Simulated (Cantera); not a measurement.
Charge: 1 mol toluene, 0.19 mol NH₃, 1.7 mol N₂, 1 mol H₂, at 67.0 mbar.

Method: chemical equilibrium by Gibbs-energy minimisation in Cantera with the NASA 1993 tables (ideal gas, pure condensed phases). Candidate condensed phases: C, C₆H₆, C₇H₈, C₈H₁₈; 92 gas species. Kinetics and transport are ignored.

x: gas mole fraction; n: condensed amount in mol.

| T (K) | x H₂ | x N₂ | x HCN | x H | n C(graphite) |
|---|---|---|---|---|---|
| 1323 | 0.746 | 0.254 | 0.000111 | 5.29e-6 | 7.00 |
| 1398 | 0.746 | 0.253 | 0.000212 | 1.58e-5 | 7.00 |
| 1473 | 0.746 | 0.253 | 0.000379 | 4.22e-5 | 7.00 |
| 1548 | 0.746 | 0.253 | 0.000638 | 0.000103 | 6.99 |
| 1623 | 0.746 | 0.253 | [?] | [?] | 6.99 |
| 1698 | 0.745 | 0.253 | 0.00157 | 0.000482 | 6.99 |
| 1773 | 0.744 | 0.252 | [?] | [?] | 6.98 |
| 1848 | 0.743 | 0.252 | 0.00333 | 0.00177 | 6.97 |
| 1923 | 0.741 | 0.251 | 0.00464 | 0.00313 | 6.96 |

### Question
Complete the blanks.

### Answer

- 1623, x HCN: 0.00102
- 1623, x H: 0.000231
- 1773, x HCN: 0.00233
- 1773, x H: 0.000948
